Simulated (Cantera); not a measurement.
Input: 1 mol Ti(OiPr)4, 21 mol H2O, at 1398.15 K and 75.0 mbar.

Method: chemical equilibrium by Gibbs-energy minimisation in Cantera with the NASA 1993 tables (ideal gas, pure condensed phases). Candidate condensed phases: C, C6H6, C7H8, C8H18, H2O, Ti, TiC, TiO, TiO2, Ti2O3, Ti3O5, Ti4O7; 113 gas species. The feed counts by its element totals alone. Gases not in the tables: TiO(OH)2. Rates play no part.

Base state: H2 0.547, CO 0.219, H2O 0.198, CO2 0.0365, H 1.28e-5 (mole fractions); condensed: TiO2(rutile).

What changes in the equilibrium state with this change: H2O from 21 to 0.34 mol?


```csv
species,before,after
H2,0.547,0.767
CO,0.219,0.232
CH4,1.68e-8,0.000193
H2O,0.198,5.06e-5
CO2,0.0365,7.08e-6
H,1.28e-5,1.52e-5
"TiO2(rutile), mol",1.00,0
"C(graphite), mol",0,6.66
"TiC(s), mol",0,1.00
```
TiC: taken at fixed stoichiometry.
